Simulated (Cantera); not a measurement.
Feed: 1 mol CuO, 1.8 mol F2, 0.4 mol H2, at 100 Torr.

Method: chemical equilibrium by Gibbs-energy minimisation in Cantera with the NASA 1993 tables (ideal gas, pure condensed phases). Candidate condensed phases: Cu, CuF2, CuO, Cu(OH)2, Cu2O, H2O; 27 gas species. The numbers say what is thermodynamically allowed, not how fast it happens.

x: gas mole fraction; n: condensed amount in mol.

```tsv
T (K)	x HF	x F	x CuF2	x O2	x F2	x CuF	n CuF2(s)	n CuF2(l)
700	0.470	0.00191	1.49e-10	0.294	0.234	<1e-12	1.00	0
900	0.461	?	?	0.288	?	<1e-12	1.000	0
1100	0.420	0.213	0.00140	0.262	0.103	1.47e-11	0.997	0
1300	0.373	0.341	0.0361	0.233	0.0163	6.83e-8	0	0.923
1500	0.258	0.256	0.323	0.161	0.00118	5.21e-5	0	0
1700	0.258	0.259	0.321	0.161	?	?	0	0
1900	0.254	0.268	0.304	0.159	7.61e-5	0.0139	0	0
```

Task: Fill in the missing entries.

Result: 
- 900, x F: 0.0410
- 900, x CuF2: 3.00e-6
- 900, x F2: 0.210
- 1700, x F2: 0.000247
- 1700, x CuF: 0.00124
